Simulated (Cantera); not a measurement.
Charge: 1 mol CuO, 1.2 mol C, 0.51 mol CO, 2.6 mol CH4, equilibrated at 2623 K and 600 Pa.

These are equilibrium values from Cantera (NASA tables, ideal gas, pure condensed phases), not measurements of a reactor. Candidate condensed phases: C, C6H6, C7H8, C8H18, Cu, CuO, Cu(OH)2, Cu2O, H2O; 113 gas species. The numbers say what is thermodynamically allowed, not how fast it happens.

Base state: H2 0.384, H 0.337, CO 0.163, Cu 0.108, C2H2 (acetylene) 0.00681, C2H 0.000550, C3 0.000512, C 0.000139 (mole fractions); condensed: C(graphite).

**Question.** What changes in the equilibrium state with this change: temperature from 2623 K to 1200 K?

**Answer.** 
```
species             before    after
----------------  --------  -------
H2                   0.384    0.775
CO                   0.163    0.225
CH4                1.10e-7  5.69e-5
H                    0.337  2.24e-6
Cu                   0.108  2.05e-6
C2H               0.000550    <1e-9
C3                0.000512    <1e-9
C                 0.000139    <1e-9
C2H2 (acetylene)   0.00681  7.96e-8
C(graphite), mol      2.64     2.80
Cu(s), mol               0    1.000
```
